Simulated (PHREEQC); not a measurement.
A solution holds 0.0097 mol/kgw NaOH and 4.6e-05 mol/kgw H4SiO4, at 40 °C. Closed to the air; pH follows from the charge balance.

Model: ion-association model, wateq4f.dat, run in PHREEQC.

Q: The ionic strength comes out as 0.00970 mol/kgw. What activity coefficients do H2SiO4-2, Na+, H3SiO4-, OH- get?

A: H2SiO4-2 0.67, Na+ 0.90, H3SiO4- 0.90, OH- 0.90.

Precipitation was switched off in this run. Complexes and solids missing from the database can't appear. At this temperature some constants are extrapolated from 25 °C, and those without enthalpy data are left unchanged.
